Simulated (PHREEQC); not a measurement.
Sulfide liquor (model solution)

Make-up at 11 °C: 6.4 mmol/kgw H2S and 3.5 mmol/kgw FeCl2. Closed to the air; pH follows from the charge balance.

Computed with PHREEQC (ion-association model, phreeqc.dat).

Each row changes one thing in this solution. No solid was allowed to form.

```tsv
case	pH	ionic strength (mol/kgw)	FeCl+ (mol/kgw)	FeOH+ (mol/kgw)
as made	4.03	0.0104	2.23e-5	2.92e-9
H2S left out	?	0.0104	2.26e-5	5.44e-7
diluted 5-fold with water	4.67	?	1.10e-6	2.96e-9
diluted 100-fold with water	5.66	0.000107	3.22e-9	1.61e-9
7.4e-05 mol/kgw LiOH added	4.13	0.0104	2.22e-5	3.64e-9
0.0017 mol/kgw KOH added	4.84	0.00965	1.74e-5	1.45e-8
FeCl2 from 0.0035 to 0.00525 mol/kgw	3.99	0.0156	4.67e-5	3.75e-9
```

**Question.** Complete the blanks.

**Answer.** 
- H2S left out, pH: 6.30
- diluted 5-fold with water, ionic strength (mol/kgw): 0.00209

Species that the database lacks are ignored. At this temperature some constants are extrapolated from 25 °C, and those without enthalpy data are left unchanged.
